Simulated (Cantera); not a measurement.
What does this Cantera script print?

```python
import numpy as np
import cantera as ct

gas_names = [...]  # 95 gases of nasa_gas.yaml made of C, F, H
cond_names = """
    C(gr) C6H6(L) C7H8(L) C8H18(L),n-octa
""".split()


# ... load() reads the species with a 1 bar reference pressure and builds the phases ...
atoms = {
    'CHF3': {'C': 1, 'H': 1, 'F': 3},
    'H2': {'H': 2},
}
top_T = {'C(gr)': 4500}  # K; cautious upper limits of use, not melting points


# ... equilibrate(T, P, feed) seeds the gas with the atoms and calls Mixture.equilibrate('TP', solver="vcs", rtol=1e-11, max_steps=5000) ...
results = []
feed = {'CHF3': 1, 'H2': 5.9}  # mol
T = 2900  # K
P = 10000  # Pa
mix = equilibrate(T, P, feed)
results.append((T, P, feed, dict(zip(mix.species_names, mix.species_moles))))
print(gas.report(threshold=0.0001))
for i in range(1, mix.n_phases):
    print(f"{mix.phase(i).name:16s} {mix.phase_moles(i):12.5e} mol")
```

Output:

```
       temperature   2900 K
          pressure   10000 Pa
           density   0.0034632 kg/m^3
  mean mol. weight   8.3504 kg/kmol
   phase of matter   gas

                          1 kg             1 kmol
                     ---------------   ---------------
          enthalpy        5.5516e+06        4.6358e+07  J
   internal energy        2.6641e+06        2.2246e+07  J
           entropy             28620        2.3899e+05  J/K
    Gibbs function       -7.7446e+07        -6.467e+08  J
 heat capacity c_p            4054.2             33854  J/K
 heat capacity c_v            3058.5             25540  J/K

                      mass frac. Y      mole frac. X     chem. pot. / RT
                     ---------------   ---------------   ---------------
                 C        0.00027236        0.00018936           -3.6165
                C2        0.00029627        0.00010299           -7.2329
               C2H         0.0047616         0.0015885           -19.193
    C2H2,acetylene          0.058933            0.0189           -31.154
                C3         0.0044624         0.0010341           -10.849
              C4H2         0.0021755        0.00036289           -38.387
                 F         0.0022091        0.00097098           -28.644
                 H          0.028106           0.23283            -11.96
                HF           0.79891           0.33345           -40.605
                H2          0.099066           0.41034           -23.921
     [  +85 minor]        0.00081125         0.0002262

C(gr)             5.84678e-01 mol
```

These are equilibrium values from Cantera (NASA tables, ideal gas, pure condensed phases), not measurements of a reactor.
